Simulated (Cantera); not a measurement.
Input (Python, Cantera):

```python
import numpy as np
import cantera as ct

gas = ct.Solution("gri30.yaml")
gas.TPX = 1223, 77000, {'CO': 1, 'H2': 0.2, 'CH4': 0.29, 'O2': 1.9, 'N2': 7.16}
reactor = ct.IdealGasReactor(gas, energy="on", clone=False)
net = ct.ReactorNet([reactor])
net.rtol, net.atol = 1e-08, 1e-16
show = ['CO', 'H2', 'CH4', 'CH2', 'C2H2', 'HCO']
times = np.geomspace(2e-06, 0.3, 15)

steps = ct.SolutionArray(gas, extra=["t"])
rows = []
print(f"{'t/s':>10s}{'T/K':>9s}{'P/Pa':>11s}" + "".join(f"{s:>11s}" for s in show))
for t in times:
    while net.time < t:
        t_next = net.step()
        steps.append(gas.state, t=t_next)
    rows.append([np.interp(t, steps.t, y) for y in (steps.T, steps.P, *steps(*show).X.T)])
    print(f"{t:10.3e}{rows[-1][0]:9.1f}{rows[-1][1]:11.4g}" + "".join(f"{x:11.3e}" for x in rows[-1][2:]))
rate = np.gradient(steps.T, steps.t)
print("integrator steps:", len(steps.t))
if steps.T.max() > steps.T[0] + 200:
    print(f"time of steepest temperature rise: {steps.t[rate.argmax()]:.4e} s")
gas.TPX = 1223, 77000, {'CO': 1, 'H2': 0.2, 'CH4': 0.29, 'O2': 1.9, 'N2': 7.16}
gas.equilibrate("UV")
print(f"equilibrium (UV): T = {gas.T:.1f} K  " + "  ".join(f"{s} {gas[s].X[0]:.3e}" for s in show))
```

Output:

```
       t/s      T/K       P/Pa         CO         H2        CH4        CH2       C2H2        HCO
 2.000e-06   1223.0    7.7e+04  9.479e-02  1.896e-02  2.749e-02  4.229e-18  1.918e-22  1.974e-14
 4.685e-06   1223.0    7.7e+04  9.479e-02  1.896e-02  2.749e-02  5.352e-17  1.701e-21  5.335e-14
 1.098e-05   1223.0    7.7e+04  9.479e-02  1.896e-02  2.749e-02  5.511e-16  1.689e-20  1.314e-13
 2.572e-05   1223.0    7.7e+04  9.479e-02  1.896e-02  2.749e-02  4.983e-15  1.756e-19  2.921e-13
 6.024e-05   1223.0    7.7e+04  9.479e-02  1.896e-02  2.749e-02  5.695e-14  2.624e-18  7.883e-13
 1.411e-04   1223.0    7.7e+04  9.479e-02  1.896e-02  2.748e-02  2.483e-12  4.588e-16  4.975e-12
 3.306e-04   1223.8  7.705e+04  9.475e-02  1.889e-02  2.731e-02  4.726e-09  5.002e-11  2.185e-09
 7.746e-04   2435.7  1.495e+05  3.514e-02  3.882e-03  1.165e-17  2.995e-16  1.041e-20  2.316e-08
 1.815e-03   2639.0  1.599e+05  2.248e-02  2.212e-03  1.326e-17  2.541e-16  1.603e-20  7.067e-09
 4.251e-03   2630.3  1.592e+05  2.211e-02  2.183e-03  1.283e-17  2.309e-16  1.462e-20  6.731e-09
 9.960e-03   2624.2  1.588e+05  2.185e-02  2.164e-03  1.253e-17  2.153e-16  1.368e-20  6.503e-09
 2.333e-02   2623.1  1.587e+05  2.180e-02  2.160e-03  1.248e-17  2.127e-16  1.352e-20  6.465e-09
 5.466e-02   2623.1  1.587e+05  2.180e-02  2.160e-03  1.248e-17  2.127e-16  1.352e-20  6.464e-09
 1.281e-01   2623.1  1.587e+05  2.180e-02  2.160e-03  1.248e-17  2.127e-16  1.352e-20  6.464e-09
 3.000e-01   2623.1  1.587e+05  2.180e-02  2.160e-03  1.248e-17  2.127e-16  1.352e-20  6.464e-09
integrator steps: 1690
time of steepest temperature rise: 6.4495e-04 s
equilibrium (UV): T = 2623.1 K  CO 2.180e-02  H2 2.160e-03  CH4 1.811e-17  CH2 2.774e-16  C2H2 1.491e-20  HCO 6.464e-09
```

Cantera simulation using GRI-Mech 3.0 (53 species, 325 reactions); the numbers are that mechanism's predictions, not measurements.
